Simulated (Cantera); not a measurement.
A closed system holds: 1 mol SiH2Cl2, a varied amount of N2, at 1100 K and 13.3 mbar.

Equilibrium computed with Cantera from the NASA thermochemical tables; the gas is ideal and each condensed phase is pure. Candidate condensed phases: NH4Cl, Si, Si3N4; 28 gas species. N2 is the only nitrogen source here; it is nearly inert below about 1500 K, so the nitride shown seldom forms there in practice. The tables' values for SiCl3 are old estimates; treat these amounts as uncertain. Equilibrium is a limit: real reactors are often held back by kinetics, nucleation or transport.

x: gas mole fraction; n: condensed amount in mol.

| n(N2) (mol) | x N2 | x HCl | x H2 | x SiCl4 | x SiCl3 | x SiHCl3 | n Si3N4(s) |
|---|---|---|---|---|---|---|---|
| 16 | 0.893 | 0.0818 | 0.0169 | 0.00838 | 9.51e-5 | 2.56e-5 | 0.284 |
| 19 | 0.908 | 0.0708 | 0.0139 | 0.00687 | 8.18e-5 | 1.99e-5 | 0.286 |
| 22 | 0.920 | 0.0624 | 0.0117 | 0.00580 | 7.18e-5 | 1.61e-5 | 0.288 |
| 25 | 0.929 | 0.0559 | 0.0101 | 0.00499 | 6.41e-5 | 1.33e-5 | 0.289 |
| 30 | 0.940 | 0.0476 | 0.00814 | 0.00402 | 5.44e-5 | 1.01e-5 | 0.291 |
| 34 | 0.947 | … | … | … | 4.86e-5 | … | 0.292 |
| 40 | 0.954 | … | … | … | 4.19e-5 | … | 0.293 |
| 47 | 0.961 | 0.0319 | 0.00475 | 0.00234 | 3.61e-5 | 5.15e-6 | 0.295 |
| 55 | 0.966 | 0.0277 | 0.00393 | 0.00193 | 3.13e-5 | 4.05e-6 | 0.296 |
| 64 | 0.971 | 0.0241 | 0.00326 | 0.00161 | 2.72e-5 | 3.21e-6 | 0.298 |
| 74 | 0.975 | 0.0211 | 0.00273 | 0.00134 | 2.38e-5 | 2.57e-6 | 0.299 |
| 87 | 0.978 | 0.0182 | 0.00224 | 0.00110 | 2.04e-5 | 2.00e-6 | 0.300 |

**Question.** Some entries are withheld; supply them.

**Answer.** 
- 40, x HCl: 0.0369
- 40, x H2: 0.00577
- 40, x SiCl4: 0.00285
- 40, x SiHCl3: 6.58e-6
- 34, x HCl: 0.0426
- 34, x H2: 0.00702
- 34, x SiCl4: 0.00346
- 34, x SiHCl3: 8.40e-6
